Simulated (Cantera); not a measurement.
Input: 1 mol Al(CH3)3, 1.9 mol NH3, 2.7 mol H2, at 0.100 bar.

Method: chemical equilibrium by Gibbs-energy minimisation in Cantera with the NASA 1993 tables (ideal gas, pure condensed phases). Candidate condensed phases: Al, AlN, C, C6H6, C7H8, C8H18; 97 gas species. The feed counts by its element totals alone. Equilibrium is a limit: real reactors are often held back by kinetics, nucleation or transport.

x: gas mole fraction; n: condensed amount in mol.

```tsv
T (°C)	x H2	x CH4	x N2	x HCN	n AlN(s)	n C(graphite)
400	0.540	0.400	0.0599	3.39e-10	1.00	0
500	0.812	0.139	0.0488	9.24e-9	1.00	1.71
600	0.918	0.0378	0.0445	1.02e-7	1.00	2.62
700	0.945	0.0115	0.0433	6.73e-7	1.00	2.88
800	0.953	0.00417	0.0430	3.12e-6	1.00	2.96
900	0.955	?	0.0429	?	1.00	2.98
1000	0.956	?	0.0429	?	1.00	2.99
1100	0.957	0.000461	0.0428	8.03e-5	1.00	2.99
1200	0.957	0.000269	0.0428	0.000176	1.00	3.00
1300	0.957	0.000168	0.0427	0.000349	1.000	2.99
1400	0.956	0.000111	0.0425	0.000636	1.000	2.99
1500	0.955	7.70e-5	0.0423	0.00108	1.000	2.98
```

Fill in the missing entries.


- 1000, x CH4: 0.000859
- 1000, x HCN: 3.23e-5
- 900, x CH4: 0.00178
- 900, x HCN: 1.11e-5
